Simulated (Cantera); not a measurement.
An isothermal, constant-pressure homogeneous reactor starts with C₂H₆ : N₂ = 1 : 18 (molar parts), at 1200 K and 100.0 Torr. Integrator tolerance rtol = 1e-08.

Computed with Cantera and GRI-Mech 3.0 (53 species, 325 reactions). GRI-Mech 3.0 stops at C3 and has no aromatics, soot or wall deposition, so with more carbon than oxygen in the feed, carbon stays in small species such as C2H2 where larger ones or solid carbon would form.

Task: What does this change do: C2H6 1 to 2.5 parts?

Result: 
```tsv
quantity	before	after
x(C₂H₆) at 10.0 s	1.19e-5 (gas-phase equilibrium 2.79e-6)	6.29e-5 (gas-phase equilibrium 1.85e-5)
x(HCN) at 10.0 s	3.15e-10 (gas-phase equilibrium 0.0429)	9.14e-11 (gas-phase equilibrium 0.0600)
x(H₂) at 10.0 s	0.0768 (gas-phase equilibrium 0.0710)	0.154 (gas-phase equilibrium 0.120)
x(C₂H₄) at 10.0 s	0.00843 (gas-phase equilibrium 0.00194)	0.0217 (gas-phase equilibrium 0.00762)
x(H) at 10.0 s	4.48e-7 (gas-phase equilibrium 1.45e-7)	8.31e-7 (gas-phase equilibrium 1.88e-7)
```

Task: What does this change do: pressure from 100.0 Torr to 20.0 Torr?

Result: 
```csv
quantity,before,after
x(C₂H₆) at 10.0 s,1.19e-5 (gas-phase equilibrium 2.79e-6),4.12e-6 (gas-phase equilibrium 2.12e-7)
x(HCN) at 10.0 s,3.15e-10 (gas-phase equilibrium 0.0429),1.18e-9 (gas-phase equilibrium 0.0474)
x(H₂) at 10.0 s,0.0768 (gas-phase equilibrium 0.0710),0.0662 (gas-phase equilibrium 0.0878)
x(C₂H₄) at 10.0 s,0.00843 (gas-phase equilibrium 0.00194),0.0172 (gas-phase equilibrium 0.000596)
x(H) at 10.0 s,4.48e-7 (gas-phase equilibrium 1.45e-7),4.18e-7 (gas-phase equilibrium 3.61e-7)
```
Radical loss at walls, strong at low pressure, is not modelled.

Task: What does this change do: pressure from 100.0 Torr to 0.578 Torr?

Result: 
```
quantity                                            before                                      after
-----------------  ---------------------------------------  -----------------------------------------
x(C₂H₆) at 10.0 s  1.19e-5 (gas-phase equilibrium 2.79e-6)  0.000394 (gas-phase equilibrium 2.24e-10)
x(HCN) at 10.0 s   3.15e-10 (gas-phase equilibrium 0.0429)     1.01e-8 (gas-phase equilibrium 0.0492)
x(H₂) at 10.0 s      0.0768 (gas-phase equilibrium 0.0710)      0.0467 (gas-phase equilibrium 0.0950)
x(C₂H₄) at 10.0 s  0.00843 (gas-phase equilibrium 0.00194)     0.0263 (gas-phase equilibrium 2.02e-5)
x(H) at 10.0 s     4.48e-7 (gas-phase equilibrium 1.45e-7)    8.90e-6 (gas-phase equilibrium 2.21e-6)
```
Radical loss at walls, strong at low pressure, is not modelled.
